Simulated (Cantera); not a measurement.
Charge: 1 mol Ti, 0.88 mol CH₄, 190 mol H₂, held at 1.90 mbar.

Cantera equilibrium calculation (NASA polynomials, part measured and part estimated; ideal gas, pure solids and liquids). Candidate condensed phases: C, C₆H₆, C₇H₈, C₈H₁₈, Ti, TiC; 77 gas species. Mutual solubility and eutectic melting of coexisting phases are not modelled. TiC: taken at fixed stoichiometry. Condensed phases not in the tables: N, O or C dissolved in the metal. Equilibrium is a limit: real reactors are often held back by kinetics, nucleation or transport. All values below are at 1023 K.

Base state: H₂ 1.00 (mole fractions); condensed: Ti(α) + TiC(s).

**Question.** What changes in the equilibrium state with this change: Ti replaced by TiCl₄?

**Answer.** 
```
species      before     after
-----------  ------  --------
H₂             1.00     0.981
HCl               0    0.0187
TiCl₃             0  0.000482
TiCl₄             0  0.000138
Ti(α), mol    0.120         0
TiC(s), mol   0.880     0.880
```
Further candidate phases: TiCl₂, TiCl₃, TiCl₄.
